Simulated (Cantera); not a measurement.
A closed system holds: 1 mol Si3N4, 0.54 mol H2O, equilibrated at 1227 °C and 0.0150 Torr.

Method: chemical equilibrium by Gibbs-energy minimisation in Cantera with the NASA 1993 tables (ideal gas, pure condensed phases). Mutual solubility and eutectic melting of coexisting phases are not modelled. The numbers say what is thermodynamically allowed, not how fast it happens.

```tsv
species	before	after
H2	0.184	0.750
N2	0.657	0.250
H	0.00169	0.000152
SiO	0.156	2.31e-5
Si	0.000526	7.48e-8
Si(s), mol	2.37	0
Si2N2O(s), mol	0.0853	0.540
Si3N4(s), mol	0	0.640
```
Gas species are given as mole fractions.

Problem. Which change was made?
(A) pressure from 0.0150 Torr to 7.50 Torr
(B) H2O from 0.54 to 0.2 mol
(C) temperature from 1227 °C to 1475 °C
(D) pressure from 0.0150 Torr to 0.0750 Torr

Solution. A, pressure from 0.0150 Torr to 7.50 Torr
